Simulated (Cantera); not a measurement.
Feed: 1 mol MgO, 0.3 mol Cl₂, 0.01 mol O₂, at 1700 K and 0.550 bar.

Method: chemical equilibrium by Gibbs-energy minimisation in Cantera with the NASA 1993 tables (ideal gas, pure condensed phases). Candidate condensed phases: Mg, MgCl₂, MgO; 11 gas species. Equilibrium is a limit: real reactors are often held back by kinetics, nucleation or transport.

Base state: MgCl₂ 0.479, O₂ 0.262, Cl₂ 0.156, Cl 0.102, ClO 0.000761, O 3.09e-5 (mole fractions); condensed: MgO(s).

Task: What changes in the equilibrium state with this change: temperature from 1700 K to 1573.15 K?

Result: 
```
species        before     after
-----------  --------  --------
MgCl₂           0.479     0.375
Cl₂             0.156     0.339
O₂              0.262     0.212
Cl              0.102    0.0733
O             3.09e-5   6.50e-6
ClO          0.000761  0.000564
MgO(s), mol     0.791     0.850
```
